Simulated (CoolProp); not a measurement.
n-hexane at several states: density (kg/m³) from the reference equation and from simpler models built on Tc = 507.8 K, pc = 3.044 MPa, ω = 0.300; each cubic takes its own stable root.

The numbers come from the reference Helmholtz-energy equation of state, Thol 2019 in CoolProp.

| T (K) | p (MPa) | phase | reference |
|---|---|---|---|
| 389.2 | 9.53 | liquid | 584.1 |
| 480.7 | 0.205 | gas | 4.553 |
| 328.8 | 5.67 | liquid | 633.8 |
| 332.9 | 0.0156 | gas | 0.4896 |
| 370.1 | 4.15 | liquid | 592.4 |
| 432.2 | 0.464 | gas | 12.39 |

### Question
How far does each simpler model (Redlich-Kwong, Soave-Redlich-Kwong, Peng-Robinson) lie from the reference over these 6 states: mean and median of the absolute difference, and the worst?

### Answer
- Redlich-Kwong: mean 6.5 %, median 6.6 %, worst -13.2 % at 370.1 K and 4.15 MPa
- Soave-Redlich-Kwong: mean 4.8 %, median 4.8 %, worst -9.5 % at 370.1 K and 4.15 MPa
- Peng-Robinson: mean 1.3 %, median 1.2 %, worst +2.8 % at 389.2 K and 9.53 MPa
